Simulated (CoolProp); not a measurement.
Vapour-liquid equilibrium of dimethyl ether (1) + n-butane (2) at 75.85 °C; x and y are mole fractions of (1).

Values from CoolProp's multi-fluid Helmholtz-energy mixture model, Wu 2011 and Bücker 2006; pair parameters Bell 2016.

```tsv
x	bubble pressure (bar)	y at the bubble point	dew pressure at overall composition x (bar)	liquid density (mol/L)
0.05	10.08	[?]	9.600	8.826
0.125	11.27	0.245	10.19	8.996
0.2	12.38	0.351	10.85	9.175
0.275	13.41	0.439	[?]	[?]
0.35	14.37	0.514	12.37	9.568
0.425	15.27	0.580	13.24	9.786
0.5	16.11	0.640	14.19	10.02
0.575	[?]	0.696	15.19	10.28
0.65	17.63	0.750	16.24	10.55
0.725	18.32	0.802	17.29	10.86
0.8	18.97	0.853	18.30	11.20
0.875	[?]	0.906	19.22	[?]
0.95	20.13	[?]	[?]	11.98
```

Task: What belongs in the gaps?

Result: 
- 0.05, y at the bubble point: 0.111
- 0.275, dew pressure at overall composition x (bar): 11.57
- 0.275, liquid density (mol/L): 9.365
- 0.575, bubble pressure (bar): 16.89
- 0.875, bubble pressure (bar): 19.57
- 0.875, liquid density (mol/L): 11.57
- 0.95, y at the bubble point: 0.961
- 0.95, dew pressure at overall composition x (bar): 20.02

No azeotrope shows between x = 0.05 and 0.95.

The pair parameters rest on a limited set of measurements; away from them the model extrapolates.
